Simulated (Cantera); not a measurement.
An isothermal, constant-pressure homogeneous reactor starts with H2 : O2 : N2 = 1.3 : 1 : 9.6 (molar parts), equivalence ratio 0.65, at 750 K and 100.0 Torr. Integrator tolerance rtol = 1e-08.

Detailed kinetics in Cantera: the H2/O2 subset of GRI-Mech 3.0, which has no nitrogen chemistry. Radical loss at walls, strong at low pressure, is not modelled. Below about 950 K walls govern HO2 and H2O2 in real vessels. The temperature is held fixed by assumption; the heat of reaction is taken as removed at once.

Problem. What does this change do: temperature 750 to 1350 K?

Solution. 
| quantity | before | after |
|---|---|---|
| x(H2) at 10.0 s | 0.109 (gas-phase equilibrium <1e-12) | 3.69e-7 (gas-phase equilibrium 3.69e-7) |
| x(O2) at 10.0 s | 0.0840 (gas-phase equilibrium 0.0311) | 0.0311 (gas-phase equilibrium 0.0311) |
| x(O) at 10.0 s | <1e-12 (gas-phase equilibrium <1e-12) | 2.05e-7 (gas-phase equilibrium 2.05e-7) |
| x(HO2) at 10.0 s | 6.84e-9 (gas-phase equilibrium <1e-12) | 9.17e-9 (gas-phase equilibrium 9.17e-9) |
| x(H2O) at 10.0 s | 5.17e-9 (gas-phase equilibrium 0.116) | 0.116 (gas-phase equilibrium 0.116) |
| x(H2O2) at 10.0 s | 5.05e-9 (gas-phase equilibrium <1e-12) | 5.90e-10 (gas-phase equilibrium 5.90e-10) |
| x(OH) at 10.0 s | <1e-12 (gas-phase equilibrium 1.90e-10) | 2.03e-5 (gas-phase equilibrium 2.03e-5) |
